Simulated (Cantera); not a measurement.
A closed system holds: 1 mol SiC, 0.23 mol N₂O, 110 mol N₂, held at 0.180 Pa.

Method: chemical equilibrium by Gibbs-energy minimisation in Cantera with the NASA 1993 tables (ideal gas, pure condensed phases). Candidate condensed phases: C, Si, SiC, SiO₂, Si₂N₂O, Si₃N₄; 34 gas species. Mutual solubility and eutectic melting of coexisting phases are not modelled. The numbers say what is thermodynamically allowed, not how fast it happens.

Which condensed phases are stable at each of these points (T (°C)): 950, 1000, 1050, 1100, 1150, 1200, 1250, 1300, 1350, 1400, 1450?


```tsv
T (°C)	condensed phases	Si condensed (%)
950	SiC(s) + Si₂N₂O(s)	98.5
1000	SiC(s) + Si₂N₂O(s)	89.3
1050	SiC(s)	88.5
1100	SiC(s)	88.3
1150	SiC(s)	87.9
1200	SiC(s)	86.3
1250	SiC(s)	82.9
1300	SiC(s)	78.9
1350	SiC(s)	77.2
1400	C(graphite) + SiC(s)	64.9
1450	C(graphite)	0.0
```

From 950 °C to 1000 °C the condensed part is SiC(s) + Si₂N₂O(s). From 1050 °C to 1350 °C the condensed part is SiC(s). At 1400 °C the condensed part is C(graphite) + SiC(s). At 1450 °C the condensed part is C(graphite).
